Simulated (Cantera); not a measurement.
Reactions in the system Ca-H-S

Standard-state values (1 bar) from the NASA 1993 polynomials, evaluated with Cantera. Values are per mole of reaction as written; species without (g) are pure solids or liquids, kept so even where they would boil at 1 bar.

Ca + H2S(g) → H2(g) + CaS

```csv
T (K),ΔH° (kJ),ΔS° (J/K),ΔG° (kJ),log10 K,condensed phases
300,-452.7,-60.9,-434.4,75.64,"Ca(s), CaS(s)"
923,-446.1,-47.7,-402.1,22.75,"Ca(s), CaS(s)"
1023,-445.5,-47.1,-397.3,20.29,"Ca(s), CaS(s)"
1123,-453.6,-54.4,-392.6,18.26,"Ca(l), CaS(s)"
1223,-453.7,-54.4,-387.2,16.54,"Ca(l), CaS(s)"
1323,-453.7,-54.4,-381.7,15.07,"Ca(l), CaS(s)"
1423,-453.8,-54.5,-376.3,13.81,"Ca(l), CaS(s)"
1523,-453.9,-54.5,-370.8,12.72,"Ca(l), CaS(s)"
1623,-454.0,-54.6,-365.4,11.76,"Ca(l), CaS(s)"
1723,-454.1,-54.7,-359.9,10.91,"Ca(l), CaS(s)"
1823,-454.2,-54.7,-354.4,10.16,"Ca(l), CaS(s)"
```
